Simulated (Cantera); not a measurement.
Charge: 1 mol Fe(CO)5, 0.8 mol H2, held at 1600 K and 0.0100 bar.

Cantera equilibrium calculation (NASA polynomials, part measured and part estimated; ideal gas, pure solids and liquids). Candidate condensed phases: C, C6H6, C7H8, C8H18, Fe, Fe(CO)5, FeO, Fe(OH)2, Fe(OH)3, Fe2O3, Fe3O4, H2O; 114 gas species. The numbers say what is thermodynamically allowed, not how fast it happens.

Base state: CO 0.862, H2 0.138, H 0.000202, Fe 0.000110 (mole fractions); condensed: Fe(γ).

### Question
What changes in the equilibrium state with this change: Fe(CO)5 replaced by PbO?

### Answer
```json
[
 {"species": "Pb", "before": "0", "after": "0.444"},
 {"species": "H2O", "before": "1.41e-6", "after": "0.443"},
 {"species": "PbO", "before": "0", "after": "0.111"},
 {"species": "CO", "before": "0.862", "after": "0"},
 {"species": "H2", "before": "0.138", "after": "0.00126"},
 {"species": "Fe", "before": "0.000110", "after": "0"},
 {"species": "O2", "before": "<1e-9", "after": "0.000545"},
 {"species": "OH", "before": "<1e-9", "after": "0.000266"},
 {"species": "Pb2", "before": "0", "after": "2.47e-5"},
 {"species": "H", "before": "0.000202", "after": "1.93e-5"},
 {"species": "Fe(γ), mol", "before": "0.999", "after": "0"}
]
```
Gases not in the tables: (PbO)n polymers. Further candidate phases: Pb, PbO, PbO2, Pb3O4.

### Question
What changes in the equilibrium state with this change: pressure from 0.0100 bar to 7.20 bar?

### Answer
```json
[
 {"species": "CO", "before": "0.862", "after": "0.860"},
 {"species": "H2", "before": "0.138", "after": "0.137"},
 {"species": "CO2", "before": "2.93e-6", "after": "0.00155"},
 {"species": "H2O", "before": "1.41e-6", "after": "0.000742"},
 {"species": "Fe", "before": "0.000110", "after": "1.52e-7"},
 {"species": "CH4", "before": "2.28e-7", "after": "0.000221"},
 {"species": "H", "before": "0.000202", "after": "7.50e-6"},
 {"species": "Fe(γ), mol", "before": "0.999", "after": "1.000"},
 {"species": "C(graphite), mol", "before": "0", "after": "0.0119"}
]
```
Iron dissolves carbon and melts from about 1420 K in contact with it, which pure phases cannot show. Condensed phases not in the tables: cementite and carbon dissolved in iron.
